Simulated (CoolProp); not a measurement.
Computed with CoolProp (reference Helmholtz-energy equation of state, Schroeder 2014).

### Question
For ethanol, give the phase and the cp (kJ/(kg K)), cv (kJ/(kg K)), speed of sound (m/s), viscosity (µPa s) at 84.15 °C and 0.282 MPa; 92.35 °C and 0.282 MPa.

### Answer
- 84.15 °C and 0.282 MPa: liquid; cp 2.99, cv 2.48, speed of sound 949, viscosity 406
- 92.35 °C and 0.282 MPa: liquid; cp 3.08, cv 2.54, speed of sound 920, viscosity 361

Viscosity comes from a separate model (Kiselev 2005).
